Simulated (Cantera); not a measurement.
Charge: 1 mol Fe2O3, 0.4 mol SO3, 0.61 mol O2, at 0.0110 bar.

Cantera equilibrium calculation (NASA polynomials, part measured and part estimated; ideal gas, pure solids and liquids). Candidate condensed phases: Fe, FeO, FeS, FeSO4, FeS2, Fe2O3, Fe2(SO4)3, Fe3O4, S; 12 gas species. Rates play no part. All values below are at 1648 K.

Base state: O2 0.709, SO2 0.290, SO3 0.000482, O 0.000203, SO 1.01e-5 (mole fractions); condensed: Fe3O4(s).

Q: What changes in the equilibrium state with this change: 0.093 mol H2S added?

A: 
```tsv
species	before	after
O2	0.709	0.588
SO2	0.290	0.346
H2O	0	0.0649
OH	0	0.000813
SO	1.01e-5	1.33e-5
O	0.000203	0.000185
Fe3O4(s), mol	0.667	0.667
```
Further candidate phases: Fe(OH)2, Fe(OH)3, H2O, H2SO4.
